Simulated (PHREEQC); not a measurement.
PHREEQC input (ion-association model, phreeqc.dat):

```
SOLUTION 1
  temp 25
  units mol/kgw
  pH 7 charge
  Na 0.071
END
SELECTED_OUTPUT 1
  -reset false
  -pH true
  -pe true
  -ionic_strength true
  -water true
  -totals Na Hdg Ntg
  -molalities H+ Na+ OH- NaOH
USER_PUNCH 1
  -headings p_Hdg(g) phi_Hdg(g) p_Ntg(g) phi_Ntg(g) p_H2O(g) phi_H2O(g) density
  10 PUNCH PR_P("Hdg(g)"), PR_PHI("Hdg(g)"), PR_P("Ntg(g)"), PR_PHI("Ntg(g)"), PR_P("H2O(g)"), PR_PHI("H2O(g)"), RHO
PRINT
  -reset false
USE solution 1
REACTION_TEMPERATURE 1
  25
GAS_PHASE 1
  -fixed_pressure
  -pressure 2
  -temperature 25
  -volume 20
  Hdg(g) 1.24
  Ntg(g) 0.76
  H2O(g) 0
END
# ... the last block is repeated for the other 12 points of P (atm)
```

Selected output (columns that matter, 13 of 13 rows; P (atm) added in front):

```
P (atm)	pH	mu	Na	Hdg	Ntg	m_Na+	m_OH-	p_Hdg(g)	phi_Hdg(g)	p_Ntg(g)	phi_Ntg(g)	p_H2O(g)	phi_H2O(g)	density
2	12.743	0.071034	0.071034	0.00095071	0.00049013	0.071034	0.071034	1.2203	1.0006	0.74806	0.99936	0.031614	0.99211	1.0002
5	12.742	0.071034	0.071034	0.0023933	0.0012314	0.071034	0.071034	3.08	1.0015	1.888	0.99838	0.032024	0.98154	1.0003
10	12.74	0.071034	0.071034	0.004781	0.002452	0.071034	0.071034	6.1794	1.0031	3.7879	0.99682	0.032714	0.96432	1.0005
20	12.736	0.071036	0.071036	0.0094955	0.0048393	0.071036	0.071036	12.378	1.0062	7.5878	0.99396	0.034119	0.93135	1.0008
30	12.732	0.071037	0.071037	0.014131	0.007158	0.071037	0.071037	18.577	1.0095	11.388	0.99142	0.035555	0.90023	1.0011
40	12.729	0.071039	0.071039	0.018688	0.0094117	0.071039	0.071039	24.775	1.0128	15.187	0.9892	0.037022	0.87086	1.0015
50	12.725	0.07104	0.07104	0.023171	0.011604	0.07104	0.07104	30.974	1.0162	18.987	0.98729	0.038517	0.84314	1.0018
75	12.716	0.071044	0.071044	0.034059	0.016837	0.071044	0.071044	46.471	1.0251	28.487	0.98381	0.042375	0.78037	1.0026
100	12.707	0.071047	0.071047	0.044515	0.021751	0.071047	0.071047	61.967	1.0345	37.987	0.98208	0.046386	0.72587	1.0034
150	12.689	0.071055	0.071055	0.064228	0.030774	0.071055	0.071055	92.959	1.0546	56.986	0.98336	0.054794	0.63703	1.0051
200	12.671	0.071062	0.071062	0.082479	0.038921	0.071062	0.071062	123.95	1.0765	75.985	0.99023	0.063592	0.56897	1.0068
300	12.637	0.071076	0.071076	0.11515	0.053249	0.071076	0.071076	185.93	1.1251	113.98	1.018	0.081855	0.47477	1.0102
400	12.604	0.071088	0.071088	0.14341	0.065671	0.071088	0.071088	247.92	1.18	151.98	1.0613	0.10038	0.41562	1.0136
```

Species that the database lacks are ignored.
